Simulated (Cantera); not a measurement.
An isothermal, constant-pressure homogeneous reactor starts with 4.46 % CH4, 89.3 % N2, 6.25 % H2O, at 1700 K and 0.00250 bar.

Detailed kinetics in Cantera: GRI-Mech 3.0 (53 species, 325 reactions). Radical loss at walls, strong at low pressure, is not modelled.

x: mole fraction; the columns are a selection and need not sum to one.

| t (s) | x CH4 | x H | x HCN | x C2H | x C2H4 |
|---|---|---|---|---|---|
| 0.000500 | 0.0446 | … | <1e-12 | <1e-12 | 1.23e-12 |
| 0.00150 | 0.0446 | 4.22e-7 | <1e-12 | <1e-12 | 7.55e-11 |
| 0.00451 | 0.0446 | 4.24e-7 | <1e-12 | <1e-12 | 3.04e-9 |
| 0.0136 | 0.0446 | 4.35e-7 | <1e-12 | <1e-12 | 9.35e-8 |
| 0.0408 | 0.0445 | … | 4.78e-12 | <1e-12 | 2.58e-6 |
| 0.122 | 0.0441 | … | 1.16e-10 | 2.63e-11 | 6.43e-5 |
| 0.368 | 0.0402 | … | 1.07e-8 | 5.29e-9 | 0.000999 |
| 1.11 | 0.0221 | … | 4.34e-7 | 1.08e-7 | 0.000898 |
| 3.32 | 0.00653 | … | 2.79e-6 | 2.55e-7 | 8.75e-5 |
| 9.98 | 0.00187 | … | 1.02e-5 | 3.57e-7 | 1.02e-5 |
| 30.0 | 0.00134 | … | 2.81e-5 | 2.47e-7 | 4.42e-6 |

Q: Some entries are withheld; supply them.

A: 
- 0.000500, x H: 3.64e-7
- 0.0408, x H: 5.35e-7
- 0.122, x H: 1.50e-6
- 0.368, x H: 1.22e-5
- 1.11, x H: 6.77e-5
- 3.32, x H: 0.000152
- 9.98, x H: 0.000264
- 30.0, x H: 0.000319
